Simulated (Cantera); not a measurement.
## Equilibrium for silicon etching in halogen gases: Si + HCl

Charge: 1 mol Si, 1.3 mol HCl, equilibrated at 900 K and 10000 Pa.

Method: chemical equilibrium by Gibbs-energy minimisation in Cantera with the NASA 1993 tables (ideal gas, pure condensed phases). Candidate condensed phases: Si; 19 gas species. The tables' values for SiCl3 are old estimates; treat these amounts as uncertain. Rates play no part.

The x(H2) is 0.640 and the x(SiCl4) comes out as 0.289. The x(SiHCl3) comes out as 0.0602, the x(HCl) comes out as 0.00872 and the x(SiH2Cl2) is 0.00119. The x(SiCl3) comes out as 0.000990 and the x(SiCl2) is 0.000162. The x(SiH3Cl) comes out as 5.73e-6. The n(Si(s)) comes out as 0.662 mol and the gas amount is 0.9624 mol.
